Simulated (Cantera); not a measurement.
Feed: 1 mol SiCl₄, 0.4 mol NO, 1.2 mol H₂, held at 925 K and 0.130 bar.

Equilibrium computed with Cantera from the NASA thermochemical tables; the gas is ideal and each condensed phase is pure. Candidate condensed phases: H₂O, NH₄Cl, Si, SiO₂, Si₂N₂O, Si₃N₄; 47 gas species. Kinetics and transport are ignored.

Problem. What is the equilibrium state?

Solution. 
| Quantity | Result |
|---|---|
| x(HCl) | 0.730 |
| x(SiCl₄) | 0.188 |
| x(H₂) | 0.0799 |
| x(N₂) | 0.00193 |
| x(SiHCl₃) | 7.48e-5 |
| x(SiCl₃) | 4.50e-6 |
| n(SiO₂(β-quartz)) | 0.103 mol |
| n(Si₂N₂O(s)) | 0.195 mol |
| gas amount | 2.697 mol |
| log10 activity of Si(s) (absent) | -9.35 |
